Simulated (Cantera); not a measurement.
**Moist CO burnout**

An isothermal, constant-pressure homogeneous reactor starts with 1.61 % CO, 3.60 % O₂, 0.0758 % H₂O, 94.7 % N₂, at 1025 K and 0.365 atm.

Cantera simulation using GRI-Mech 3.0 (53 species, 325 reactions); the numbers are that mechanism's predictions, not measurements.

```json
[
 {"t (s)": "5.00e-5", "x CO": "0.0161", "x O₂": "0.0360", "x H₂O": "0.000758", "x OH": "<1e-12", "x O": "2.02e-11", "x NO₂": "<1e-12"},
 {"t (s)": "0.000152", "x CO": "0.0161", "x O₂": "0.0360", "x H₂O": "0.000758", "x OH": "<1e-12", "x O": "6.11e-11", "x NO₂": "<1e-12"},
 {"t (s)": "0.000459", "x CO": "0.0161", "x O₂": "0.0360", "x H₂O": "0.000758", "x OH": "<1e-12", "x O": "1.84e-10", "x NO₂": "<1e-12"},
 {"t (s)": "0.00139", "x CO": "0.0161", "x O₂": "0.0360", "x H₂O": "0.000758", "x OH": "2.35e-12", "x O": "5.55e-10", "x NO₂": "<1e-12"},
 {"t (s)": "0.00422", "x CO": "0.0161", "x O₂": "0.0360", "x H₂O": "0.000758", "x OH": "1.03e-11", "x O": "1.71e-9", "x NO₂": "<1e-12"},
 {"t (s)": "0.0128", "x CO": "0.0161", "x O₂": "0.0360", "x H₂O": "0.000758", "x OH": "5.24e-11", "x O": "6.19e-9", "x NO₂": "<1e-12"},
 {"t (s)": "0.0387", "x CO": "0.0161", "x O₂": "0.0360", "x H₂O": "0.000758", "x OH": "7.27e-10", "x O": "6.23e-8", "x NO₂": "<1e-12"},
 {"t (s)": "0.117", "x CO": "0.0149", "x O₂": "0.0353", "x H₂O": "0.000741", "x OH": "5.69e-6", "x O": "0.000184", "x NO₂": "9.87e-12"},
 {"t (s)": "0.356", "x CO": "0.00328", "x O₂": "0.0297", "x H₂O": "0.000754", "x OH": "4.56e-6", "x O": "5.65e-5", "x NO₂": "4.80e-10"},
 {"t (s)": "1.08", "x CO": "0.000435", "x O₂": "0.0284", "x H₂O": "0.000762", "x OH": "1.81e-6", "x O": "7.58e-6", "x NO₂": "2.14e-9"},
 {"t (s)": "3.27", "x CO": "4.43e-5", "x O₂": "0.0282", "x H₂O": "0.000763", "x OH": "6.74e-7", "x O": "7.83e-7", "x NO₂": "6.14e-9"},
 {"t (s)": "9.90", "x CO": "3.33e-6", "x O₂": "0.0282", "x H₂O": "0.000764", "x OH": "2.53e-7", "x O": "6.21e-8", "x NO₂": "8.78e-9"},
 {"t (s)": "30.0", "x CO": "2.00e-7", "x O₂": "0.0282", "x H₂O": "0.000764", "x OH": "8.76e-8", "x O": "5.04e-9", "x NO₂": "5.26e-9"}
]
```
x: mole fraction; the columns are a selection and need not sum to one.

Equilibrium at this temperature and pressure: CO 2.23e-11, O₂ 0.0282, H₂O 0.000764, OH 1.26e-8, O 9.16e-11, NO₂ 1.67e-7 (gas phase only).
